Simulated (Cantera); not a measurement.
Input: 1 mol HMDSO, 0.48 mol H₂O, at 15.8 Torr.

These are equilibrium values from Cantera (NASA tables, ideal gas, pure condensed phases), not measurements of a reactor. Candidate condensed phases: C, C₆H₆, C₇H₈, C₈H₁₈, H₂O, Si, SiC, SiO₂; 123 gas species. The feed counts by its element totals alone. Mutual solubility and eutectic melting of coexisting phases are not modelled. Equilibrium is a limit: real reactors are often held back by kinetics, nucleation or transport.

Question: Which condensed phases are stable at each of these points (T (K)): 600, 650, 700, 750, 800, 850, 900, 950, 1000, 1050, 1100?

Answer: 
```tsv
T (K)	condensed phases	Si condensed (%)
600	C(graphite) + SiC(s) + SiO₂(α-quartz)	100.0
650	C(graphite) + SiC(s) + SiO₂(α-quartz)	100.0
700	C(graphite) + SiC(s) + SiO₂(α-quartz)	100.0
750	C(graphite) + SiC(s) + SiO₂(α-quartz)	100.0
800	C(graphite) + SiC(s) + SiO₂(α-quartz)	100.0
850	C(graphite) + SiC(s) + SiO₂(β-quartz)	100.0
900	C(graphite) + SiC(s) + SiO₂(β-quartz)	100.0
950	C(graphite) + SiC(s) + SiO₂(β-quartz)	100.0
1000	C(graphite) + SiC(s) + SiO₂(β-quartz)	100.0
1050	C(graphite) + SiC(s) + SiO₂(β-quartz)	100.0
1100	C(graphite) + SiC(s) + SiO₂(β-quartz)	100.0
```

From 600 K to 800 K the condensed part is C(graphite) + SiC(s) + SiO₂(α-quartz). From 850 K to 1100 K the condensed part is C(graphite) + SiC(s) + SiO₂(β-quartz).
